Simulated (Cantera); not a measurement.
What does this Cantera script print?

```python
import numpy as np
import cantera as ct

gas = ct.Solution("gri30.yaml")
gas.TPX = 2023, 13332, {'CH4': 0.011, 'H2': 1, 'N2': 0.0092}
reactor = ct.IdealGasConstPressureReactor(gas, energy="off", clone=False)
net = ct.ReactorNet([reactor])
net.rtol, net.atol = 1e-08, 1e-18
show = ['CH4', 'H2', 'C2H6', 'CH2', 'HCN']
times = np.geomspace(0.0001, 80, 12)

steps = ct.SolutionArray(gas, extra=["t"])
rows = []
print(f"{'t/s':>10s}{'T/K':>9s}{'P/Pa':>11s}" + "".join(f"{s:>11s}" for s in show))
for t in times:
    while net.time < t:
        t_next = net.step()
        steps.append(gas.state, t=t_next)
    rows.append([np.interp(t, steps.t, y) for y in (steps.T, steps.P, *steps(*show).X.T)])
    print(f"{t:10.3e}{rows[-1][0]:9.1f}{rows[-1][1]:11.4g}" + "".join(f"{x:11.3e}" for x in rows[-1][2:]))
rate = np.gradient(steps.T, steps.t)
print("integrator steps:", len(steps.t))
if steps.T.max() > steps.T[0] + 200:
    print(f"time of steepest temperature rise: {steps.t[rate.argmax()]:.4e} s")
gas.TPX = 2023, 13332, {'CH4': 0.011, 'H2': 1, 'N2': 0.0092}
gas.equilibrate("TP")
print(f"equilibrium (TP): T = {gas.T:.1f} K  " + "  ".join(f"{s} {gas[s].X[0]:.3e}" for s in show))
```

Result:

```
       t/s      T/K       P/Pa        CH4         H2       C2H6        CH2        HCN
 1.000e-04   2023.0  1.333e+04  1.072e-02  9.799e-01  8.511e-09  1.898e-08  7.550e-14
 3.441e-04   2023.0  1.333e+04  1.058e-02  9.793e-01  8.826e-08  2.112e-07  7.317e-12
 1.184e-03   2023.0  1.333e+04  1.005e-02  9.776e-01  4.902e-07  1.795e-06  7.759e-10
 4.073e-03   2023.0  1.333e+04  7.910e-03  9.767e-01  6.277e-07  4.103e-06  2.222e-08
 1.401e-02   2023.0  1.333e+04  4.162e-03  9.785e-01  1.880e-07  2.561e-06  1.095e-07
 4.822e-02   2023.0  1.333e+04  1.501e-03  9.798e-01  2.543e-08  1.020e-06  2.791e-07
 1.659e-01   2023.0  1.333e+04  4.628e-04  9.804e-01  2.515e-09  3.288e-07  5.172e-07
 5.708e-01   2023.0  1.333e+04  1.682e-04  9.805e-01  3.888e-10  1.211e-07  8.158e-07
 1.964e+00   2023.0  1.333e+04  1.249e-04  9.805e-01  2.434e-10  9.012e-08  1.392e-06
 6.758e+00   2023.0  1.333e+04  1.246e-04  9.805e-01  2.423e-10  8.986e-08  3.302e-06
 2.325e+01   2023.0  1.333e+04  1.245e-04  9.805e-01  2.422e-10  8.983e-08  9.888e-06
 8.000e+01   2023.0  1.333e+04  1.244e-04  9.805e-01  2.417e-10  8.974e-08  3.245e-05
integrator steps: 1029
equilibrium (TP): T = 2023.0 K  CH4 1.021e-04  H2 9.805e-01  C2H6 1.628e-10  CH2 7.369e-08  HCN 3.484e-03
```

Model: GRI-Mech 3.0 (53 species, 325 reactions), integrated in Cantera. GRI-Mech 3.0 stops at C3 and has no aromatics, soot or wall deposition, so with more carbon than oxygen in the feed, carbon stays in small species such as C2H2 where larger ones or solid carbon would form.
